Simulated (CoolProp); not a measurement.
Properties of methane along the isobar 3 bar.

Model: reference Helmholtz-energy equation of state, Setzmann 1991, in CoolProp.

```tsv
T (°C)	phase	density (kg/m³)	viscosity (µPa s)
-130.35	gas	4.279	5.60
-104.35	gas	3.542	6.68
-78.45	gas	3.036	7.68
-52.45	gas	2.660	8.63
-26.45	gas	2.370	9.53
-0.45	gas	2.138	10.4
25.45	gas	1.949	11.2
51.45	gas	1.790	12.0
77.45	gas	1.656	12.8
103.45	gas	1.540	13.6
```

Viscosity comes from a separate model (Quiñones-Cisneros 2006).
